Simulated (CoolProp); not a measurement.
Saturation properties of ethylbenzene.

Values from CoolProp's reference Helmholtz-energy equation of state, Zhou 2012.

```csv
T (K),p (MPa),liquid density (kg/m³),vapour density (kg/m³),liquid conductivity (mW/(m K))
371.6,0.03254,796.5,1.141,110
383.5,0.04792,785.3,1.638,107
395.5,0.06886,773.8,2.301,105
407.5,0.09648,762.1,3.158,102
419.5,0.1322,750.1,4.249,99.9
431.5,0.1774,737.8,5.616,97.6
443.5,0.2338,725.1,7.306,95.4
455.5,0.3030,712.1,9.374,93.3
467.4,0.3861,698.7,11.86,91.4
```

It boils at 409.3 K under 1 atm.

Thermal conductivity comes from a separate model (Mylona 2014).
